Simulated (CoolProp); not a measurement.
Vapour-liquid equilibrium of CH2F2 (R32) (1) + R142b (2) at 0.687 MPa; x and y are mole fractions of (1).

Values from CoolProp's multi-fluid Helmholtz-energy mixture model, Tillner-Roth 1997 and Lemmon 2006; pair parameters Bell 2016.

Q: Give the bubble temperature and the first vapour's composition at x = 0.725, 0.875, 0.95. Is there an azeotrope?

A: x = 0.725: 274.7 K, y = 0.911; x = 0.875: 270.9 K, y = 0.958; x = 0.95: 269.1 K, y = 0.983. No azeotrope shows between x = 0.05 and 0.95.

The pair parameters rest on a limited set of measurements; away from them the model extrapolates.
